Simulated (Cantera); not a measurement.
Feed: 1 mol Si₂H₆, 0.15 mol H₂O, 2.3 mol N₂, 8.8 mol O₃, equilibrated at 3.80 mbar.

These are equilibrium values from Cantera (NASA tables, ideal gas, pure condensed phases), not measurements of a reactor. Candidate condensed phases: H₂O, Si, SiO₂, Si₂N₂O, Si₃N₄; 35 gas species. The feed counts by its element totals alone. The tables hold silica as quartz up to 1696 K and as liquid above; real silica turns to tridymite and cristobalite and melts near 1996 K. Rates play no part.

### Question
Which condensed phases are stable at each of these points (T (°C)): 1075, 1175, 1275, 1375, 1475, 1575, 1675, 1775?

### Answer
| T (°C) | condensed phases | Si condensed (%) |
|---|---|---|
| 1075 | SiO₂(β-quartz) | 100.0 |
| 1175 | SiO₂(β-quartz) | 100.0 |
| 1275 | SiO₂(β-quartz) | 100.0 |
| 1375 | SiO₂(β-quartz) | 100.0 |
| 1475 | SiO₂(condensed) | 100.0 |
| 1575 | SiO₂(condensed) | 100.0 |
| 1675 | SiO₂(condensed) | 100.0 |
| 1775 | SiO₂(l) | 99.6 |

From 1075 °C to 1375 °C the condensed part is SiO₂(β-quartz). From 1475 °C to 1675 °C the condensed part is SiO₂(condensed). At 1775 °C the condensed part is SiO₂(l).
